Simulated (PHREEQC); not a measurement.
Make-up at 44 °C: 0.22 mol CdCl2, 0.00096 mol NaCl and 0.00017 mol FeSO4 per kg of water. Closed to the air; pH follows from the charge balance.

All values are PHREEQC results (ion-association model, phreeqc.dat), not measurements.

Each row changes one thing in this solution. No solid was allowed to form.

```tsv
case	pH	ionic strength (mol/kgw)	Cl- (mol/kgw)	CdCl+ (mol/kgw)	CdCl2 (mol/kgw)	Cd+2 (mol/kgw)	SI of Halite (NaCl)	SI of Melanterite (FeSO4:7H2O)
as made	5.16	0.214	0.179	0.134	0.0524	0.0262	-5.63	-6.87
FeSO4 from 0.00017 to 0.0017 mol/kgw	5.17	0.218	0.180	0.133	0.0522	0.0262	-5.64	-4.89
CdCl2 from 0.22 to 0.044 mol/kgw	5.45	0.0664	0.0532	0.0272	0.00400	0.0126	-6.07	-6.52
CdCl2 from 0.22 to 0.44 mol/kgw	5.05	0.344	0.279	0.241	0.134	0.0338	-5.48	-7.04
CdCl2 from 0.22 to 0.022 mol/kgw	5.59	0.0393	0.0303	0.0123	0.00112	0.00849	-6.28	-6.38
temperature from 44 to 25 °C	5.25	0.216	0.183	0.135	0.0520	0.0265	-5.60	-6.64
diluted 2-fold with water	5.28	0.130	0.108	0.0702	0.0185	0.0197	-6.12	-7.32
NaCl from 0.00096 to 9.6e-05 mol/kgw	5.16	0.213	0.179	0.134	0.0523	0.0263	-6.64	-6.87
```

Species that the database lacks are ignored. At this temperature some constants are extrapolated from 25 °C, and those without enthalpy data are left unchanged.
